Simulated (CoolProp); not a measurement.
Properties of the fluoroketone C6F12O (FK-5-1-12) along the isobar 0.78 MPa.

Values from CoolProp's reference Helmholtz-energy equation of state, McLinden 2015.

```
T (°C)   phase        Z  Joule-Thomson coefficient (K/MPa)  isothermal compressibility (1/MPa)  fugacity coefficient
------  ------  -------  ---------------------------------  ----------------------------------  --------------------
-88.65  liquid  0.08379                            -0.3391                           0.0008387              7.650e-6
-62.15  liquid  0.07609                            -0.3398                            0.001078             0.0001815
-35.55  liquid  0.07028                            -0.3300                            0.001418              0.001831
-9.05   liquid  0.06591                            -0.3075                            0.001916               0.01028
17.45   liquid  0.06267                            -0.2682                            0.002682               0.03861
43.95   liquid  0.06041                            -0.2044                            0.003938                0.1083
70.55   liquid  0.05913                           -0.09852                            0.006209                0.2450
97.05   liquid  0.05902                            0.09536                             0.01097                0.4670
```
